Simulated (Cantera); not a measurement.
N₂O + H₂ + N₂ (abatement and gas-phase synthesis)

Input: 1 mol N₂O, 0.28 mol H₂, 4.7 mol N₂, held at 30.0 Pa.

Method: chemical equilibrium by Gibbs-energy minimisation in Cantera with the NASA 1993 tables (ideal gas, pure condensed phases). Candidate condensed phases: H₂O; 24 gas species. The numbers say what is thermodynamically allowed, not how fast it happens.

```tsv
T (K)	log p N₂	log p O₂	log p H₂O	log p O	log p H
1573	-3.57	-4.77	-4.88	-7.37	-8.30
1623	-3.57	-4.78	-4.88	-7.11	-7.94
1673	-3.57	-4.78	-4.89	-6.86	-7.60
1723	-3.57	-4.78	-4.89	-6.64	-7.29
1773	-3.57	-4.78	-4.90	-6.42	-6.99
1823	-3.57	-4.79	-4.90	-6.22	-6.71
1873	-3.57	-4.79	-4.92	-6.02	-6.44
1923	-3.57	-4.80	-4.93	-5.84	-6.19
1973	-3.57	-4.81	-4.96	-5.67	-5.96
2023	-3.58	-4.82	-4.99	-5.51	-5.74
2073	-3.58	-4.84	-5.04	-5.36	-5.54
2123	-3.58	-4.86	-5.11	-5.22	-5.36
```
log p: log10 of the partial pressure in bar; nothing condenses.

From 1573 K to 2123 K nothing is condensed.
